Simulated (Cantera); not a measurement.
A jet of CH₄ : O₂ : N₂ = 0.019 : 0.099 : 0.79 (molar parts) at 300 K and 0.0390 bar hits a platinum plate 4.9 cm away at a mass flux of 0.072 kg/m²/s; the plate temperature is set and raised in steps from an oxygen-covered start.

Cantera simulation using Deutschmann's 1995 Pt surface mechanism with GRI-Mech 3.0 gas chemistry; the numbers are that mechanism's predictions, not measurements. Catalytic surfaces can have several steady states; this one follows from the mechanism file's or the stated starting coverage.

One state of this run: wall x CH₄ = 0.00903; wall x O₂ = 0.0838; wall x H₂O = 0.0220; wall x OH = 6.18e-7; wall x CO = 1.00e-5; wall x CO₂ = 0.0145; θ free Pt = 0.472; θ O* = 0.527. x: mole fraction at the wall; θ: surface coverage.

Problem. Which value of plate T (K) does it belong to?
(A) 1100
(B) 1000
(C) 1050
(D) 900

Solution. C, 1050
